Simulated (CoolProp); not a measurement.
Vapour-liquid equilibrium of m-xylene (1) + n-decane (2) at 320 K; x and y are mole fractions of (1).

Values from CoolProp's multi-fluid Helmholtz-energy mixture model, Zhou 2012 and Lemmon 2006; pair parameters Bell 2016.

```tsv
x	bubble pressure, mixture model (bar)	bubble pressure, Raoult's law (bar)	y, mixture model	y, Raoult's law
0.05	0.009065	0.008761	[?]	0.204
0.2	0.01378	0.01302	[?]	0.549
0.35	[?]	0.01728	0.729	0.724
0.5	0.02216	0.02154	[?]	0.830
0.65	0.02618	0.02580	0.895	0.900
0.8	0.03024	0.03005	0.947	0.951
0.95	[?]	0.03431	[?]	0.989
```

Problem. Fill in the missing entries.

Solution. 
- 0.05, y, mixture model: 0.230
- 0.2, y, mixture model: 0.569
- 0.35, bubble pressure, mixture model (bar): 0.01807
- 0.5, y, mixture model: 0.826
- 0.95, bubble pressure, mixture model (bar): 0.03435
- 0.95, y, mixture model: 0.988

The largest gap from Raoult's law is +5.8 % in bubble pressure, at x = 0.2. No azeotrope shows between x = 0.05 and 0.95.

The pair parameters rest on a limited set of measurements; away from them the model extrapolates.
